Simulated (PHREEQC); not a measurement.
Solution (25 °C): 0.19 mol NaH2PO4, 0.013 mol NaF and 0.026 mol KCl per kg of water. Closed to the air; pH follows from the charge balance.

The numbers come from PHREEQC with the ion-association model, phreeqc.dat.

| quantity | before | after |
|---|---|---|
| pH | 4.49 | 7.58 |
| ionic strength (mol/kgw) | 0.229 | 0.0389 |
| NaF (mol/kgw) | 0.000678 | 6.62e-5 |
| HF (mol/kgw) | 0.000380 | 4.16e-7 |
| HF2- (mol/kgw) | 1.72e-5 | 2.06e-8 |
| SI of Halite (NaCl) | -4.13 | -5.20 |
| SI of Sylvite (KCl) | -4.38 | -4.23 |

What was changed between the two runs?
A) NaH2PO4 left out
B) temperature from 25 to 85 °C
C) KCl from 0.026 to 0.0234 mol/kgw
D) KCl from 0.026 to 0.0286 mol/kgw
E) temperature from 25 to 80 °C

A, NaH2PO4 left out

This is a speciation only: nothing precipitates in the calculation.
